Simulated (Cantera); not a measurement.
A closed system holds: 1 mol Si, a varied amount of NF₃, 97 mol N₂, held at 523.15 K and 1.33 mbar.

Equilibrium computed with Cantera from the NASA thermochemical tables; the gas is ideal and each condensed phase is pure. Candidate condensed phases: Si, Si₃N₄; 16 gas species. Kinetics and transport are ignored.

x: gas mole fraction; n: condensed amount in mol.

| n(NF₃) (mol) | x N₂ | x NF₃ | x SiF₄ | x F₂ | x F | n Si₃N₄(s) |
|---|---|---|---|---|---|---|
| 0.79 | 0.994 | <1e-12 | 0.00606 | <1e-12 | <1e-12 | 0.136 |
| 1.2 | 0.991 | <1e-12 | 0.00914 | <1e-12 | <1e-12 | 0.0333 |
| 1.7 | 0.986 | 0.00354 | 0.0101 | ___ | 5.53e-6 | 0 |
| 2.1 | 0.982 | 0.00744 | 0.0101 | ___ | 7.08e-6 | 0 |
| 2.5 | 0.978 | 0.0113 | 0.0100 | ___ | 8.16e-6 | 0 |
| 3 | 0.973 | 0.0162 | 0.00996 | ___ | 9.19e-6 | 0 |
| 3.4 | 0.969 | 0.0200 | 0.00992 | ___ | 9.87e-6 | 0 |
| 3.8 | 0.965 | 0.0238 | 0.00988 | ___ | 1.05e-5 | 0 |
| 4.2 | 0.962 | 0.0276 | 0.00984 | ___ | 1.10e-5 | 0 |
| 4.7 | 0.957 | 0.0323 | 0.00979 | ___ | 1.16e-5 | 0 |
| 5.1 | 0.953 | 0.0360 | 0.00975 | 0.00115 | 1.20e-5 | 0 |
| 5.5 | 0.949 | 0.0397 | 0.00972 | 0.00122 | 1.24e-5 | 0 |
| 6 | 0.945 | 0.0442 | 0.00967 | 0.00132 | 1.29e-5 | 0 |

Q: What belongs in the gaps?

A: 
- 1.7, x F₂: 0.000241
- 2.1, x F₂: 0.000397
- 2.5, x F₂: 0.000526
- 3, x F₂: 0.000667
- 3.4, x F₂: 0.000770
- 3.8, x F₂: 0.000866
- 4.2, x F₂: 0.000957
- 4.7, x F₂: 0.00106
